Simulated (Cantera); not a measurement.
An isothermal, constant-pressure homogeneous reactor starts with NO : N₂ = 1 : 1.7 (molar parts), at 2150 K and 0.0132 atm.

Detailed kinetics in Cantera: GRI-Mech 3.0 (53 species, 325 reactions). Radical loss at walls, strong at low pressure, is not modelled.

x: mole fraction; the columns are a selection and need not sum to one.

| t (s) | x NO | x NO₂ | x O | x N₂O | x N₂ | x O₂ |
|---|---|---|---|---|---|---|
| 5.00e-6 | 0.370 | <1e-12 | 2.93e-8 | 2.92e-8 | 0.630 | 1.07e-12 |
| 2.29e-5 | 0.370 | 6.67e-12 | 1.34e-7 | 1.34e-7 | 0.630 | 2.25e-11 |
| 0.000105 | 0.370 | 1.37e-10 | 6.14e-7 | 6.09e-7 | 0.630 | 4.70e-10 |
| 0.000478 | 0.370 | 2.70e-9 | 2.85e-6 | 2.74e-6 | 0.630 | 9.94e-9 |
| 0.00219 | 0.370 | 4.42e-8 | 1.38e-5 | 1.17e-5 | 0.630 | 2.17e-7 |
| 0.0100 | 0.370 | 4.54e-7 | 7.65e-5 | 3.96e-5 | 0.630 | 5.33e-6 |
| 0.0457 | 0.369 | 2.72e-6 | 0.000439 | 6.43e-5 | 0.630 | 0.000147 |
| 0.209 | 0.362 | 8.08e-6 | 0.00157 | 5.10e-5 | 0.633 | 0.00298 |
| 0.956 | 0.307 | 1.78e-5 | 0.00329 | 2.84e-5 | 0.660 | 0.0299 |
| 4.37 | … | … | … | … | 0.770 | … |
| 20.0 | … | … | … | … | 0.807 | … |

Some entries are withheld; supply them.


- 4.37, x NO: 0.0849
- 4.37, x NO₂: 1.09e-5
- 4.37, x O: 0.00632
- 4.37, x N₂O: 1.61e-6
- 4.37, x O₂: 0.139
- 20.0, x NO: 0.0108
- 20.0, x NO₂: 1.56e-6
- 20.0, x O: 0.00713
- 20.0, x N₂O: 6.95e-8
- 20.0, x O₂: 0.176
